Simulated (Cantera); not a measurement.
A perfectly stirred reactor is fed with CH₄ : N₂ = 1 : 11 (molar parts), at 9.75 Torr; it is held at 1500 K, and followed from long to short residence time.

Cantera simulation using GRI-Mech 3.0 (53 species, 325 reactions); the numbers are that mechanism's predictions, not measurements. GRI-Mech 3.0 stops at C3 and has no aromatics, soot or wall deposition, so with more carbon than oxygen in the feed, carbon stays in small species such as C2H2 where larger ones or solid carbon would form. Radical loss at walls, strong at low pressure, is not modelled.

Question: What does this change do: temperature 1500 to 1125 K?

Answer: 
```tsv
quantity	before	after
x(CH₄) at τ = 26.0 s	0.0292	0.0833
x(C₂H₄) at τ = 26.0 s	0.000212	3.40e-8
x(HCN) at τ = 26.0 s	1.96e-7	<1e-12
x(C₂H₆) at τ = 26.0 s	5.59e-6	1.84e-7
x(CH₂) at τ = 26.0 s	2.77e-8	<1e-12
x(CH₄) at τ = 0.160 s	0.0830	0.0833
x(C₂H₄) at τ = 0.160 s	7.87e-5	<1e-12
x(HCN) at τ = 0.160 s	2.25e-12	<1e-12
x(C₂H₆) at τ = 0.160 s	4.18e-6	<1e-12
x(CH₂) at τ = 0.160 s	6.43e-9	<1e-12
```
